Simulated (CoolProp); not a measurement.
Computed with CoolProp (reference Helmholtz-energy equation of state, Schmidt 1985).

Q: For oxygen, give the phase and the Joule-Thomson coefficient (K/MPa), conductivity (mW/(m K)) at 140.4 K and 0.101 MPa.

A: 
- 140.4 K and 0.101 MPa: gas; Joule-Thomson coefficient 10.2, conductivity 12.9

Thermal conductivity comes from a separate model (Lemmon 2004).
